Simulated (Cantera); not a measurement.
An adiabatic, constant-volume homogeneous reactor starts with CO : H2 : CH4 : O2 : N2 = 1 : 0.23 : 0.073 : 0.761 : 2.86 (molar parts), equivalence ratio 1.0, at 1700 K and 1.01 bar. Integrator tolerance rtol = 1e-08.

Cantera simulation using GRI-Mech 3.0 (53 species, 325 reactions); the numbers are that mechanism's predictions, not measurements.

Problem. What does this change do: 0.14 parts CO2 added?

Solution. 
```tsv
quantity	before	after
time of steepest temperature rise	17.0 µs	17.6 µs
temperature at 5.00 s	2929 K	2884 K
equilibrium temperature	2929 K	2884 K
x(CO) at 5.00 s	0.113 (gas-phase equilibrium 0.113)	0.113 (gas-phase equilibrium 0.113)
x(H2) at 5.00 s	0.00777 (gas-phase equilibrium 0.00777)	0.00667 (gas-phase equilibrium 0.00667)
x(CH4) at 5.00 s	<1e-12 (gas-phase equilibrium <1e-12)	<1e-12 (gas-phase equilibrium <1e-12)
x(HCO) at 5.00 s	1.34e-7 (gas-phase equilibrium 1.34e-7)	1.12e-7 (gas-phase equilibrium 1.12e-7)
x(H) at 5.00 s	0.00870 (gas-phase equilibrium 0.00870)	0.00703 (gas-phase equilibrium 0.00703)
x(CH2) at 5.00 s	<1e-12 (gas-phase equilibrium <1e-12)	<1e-12 (gas-phase equilibrium <1e-12)
x(C2H2) at 5.00 s	<1e-12 (gas-phase equilibrium <1e-12)	<1e-12 (gas-phase equilibrium <1e-12)
```

Problem. What does this change do: O2 0.761 to 0.31 parts?

Solution. 
| quantity | before | after |
|---|---|---|
| time of steepest temperature rise | 17.0 µs | 36.1 µs |
| temperature at 5.00 s | 2929 K | 2680 K |
| equilibrium temperature | 2929 K | 2680 K |
| x(CO) at 5.00 s | 0.113 (gas-phase equilibrium 0.113) | 0.185 (gas-phase equilibrium 0.185) |
| x(H2) at 5.00 s | 0.00777 (gas-phase equilibrium 0.00777) | 0.0250 (gas-phase equilibrium 0.0250) |
| x(CH4) at 5.00 s | <1e-12 (gas-phase equilibrium <1e-12) | <1e-12 (gas-phase equilibrium <1e-12) |
| x(HCO) at 5.00 s | 1.34e-7 (gas-phase equilibrium 1.34e-7) | 2.13e-7 (gas-phase equilibrium 2.13e-7) |
| x(H) at 5.00 s | 0.00870 (gas-phase equilibrium 0.00870) | 0.00673 (gas-phase equilibrium 0.00673) |
| x(CH2) at 5.00 s | <1e-12 (gas-phase equilibrium <1e-12) | <1e-12 (gas-phase equilibrium <1e-12) |
| x(C2H2) at 5.00 s | <1e-12 (gas-phase equilibrium <1e-12) | <1e-12 (gas-phase equilibrium <1e-12) |

Problem. What does this change do: CH4 0.073 to 0.11 parts?

Solution. 
| quantity | before | after |
|---|---|---|
| time of steepest temperature rise | 17.0 µs | 21.6 µs |
| temperature at 5.00 s | 2929 K | 2947 K |
| equilibrium temperature | 2929 K | 2947 K |
| x(CO) at 5.00 s | 0.113 (gas-phase equilibrium 0.113) | 0.124 (gas-phase equilibrium 0.124) |
| x(H2) at 5.00 s | 0.00777 (gas-phase equilibrium 0.00777) | 0.0106 (gas-phase equilibrium 0.0106) |
| x(CH4) at 5.00 s | <1e-12 (gas-phase equilibrium <1e-12) | <1e-12 (gas-phase equilibrium <1e-12) |
| x(HCO) at 5.00 s | 1.34e-7 (gas-phase equilibrium 1.34e-7) | 1.80e-7 (gas-phase equilibrium 1.80e-7) |
| x(H) at 5.00 s | 0.00870 (gas-phase equilibrium 0.00870) | 0.0107 (gas-phase equilibrium 0.0107) |
| x(CH2) at 5.00 s | <1e-12 (gas-phase equilibrium <1e-12) | <1e-12 (gas-phase equilibrium <1e-12) |
| x(C2H2) at 5.00 s | <1e-12 (gas-phase equilibrium <1e-12) | <1e-12 (gas-phase equilibrium <1e-12) |
